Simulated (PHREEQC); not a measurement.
A made-up water analysis in mmol/kgw, 50 °C, pH 6.59, pe 1.2:

| constituent | mmol/kgw |
|---|---|
| Na | 0.000199 |
| K | 0.00573 |
| Ca | 0.000755 |
| Mg | 0.000269 |
| Cl | 0.00369 |
| S(6) | 0.00107 |
| Alkalinity (meq/kgw) | 0.00227 |
| Li | 3.97e-06 |
| Mn(2) | 1.44e-06 |
| Sr | 1.61e-05 |
| Zn | 1.11e-06 |
| Ba | 0.000159 |

Valence states are taken as typed.

Equilibrium calculation in PHREEQC: ion-association model, wateq4f.dat.

```
Quantity                       Result
--------------------  ---------------
ionic strength        1.08e-5 mol/kgw
charge-balance error            1.4 %
```

```tsv
species	molality	activity	log γ
K+	5.73e-6	5.71e-6	-0.002
Cl-	3.69e-6	3.67e-6	-0.002
HCO3-	2.32e-6	2.31e-6	-0.002
CO2	1.15e-6	1.15e-6	0.000
SO4-2	1.07e-6	1.05e-6	-0.007
Ca+2	7.55e-7	7.43e-7	-0.007
Mg+2	2.69e-7	2.65e-7	-0.007
H+	2.58e-7	2.57e-7	-0.002
OH-	2.07e-7	2.07e-7	-0.002
```

This is a speciation only: nothing precipitates in the calculation. Species that the database lacks are ignored. Constants without temperature data keep their 25 °C values here.
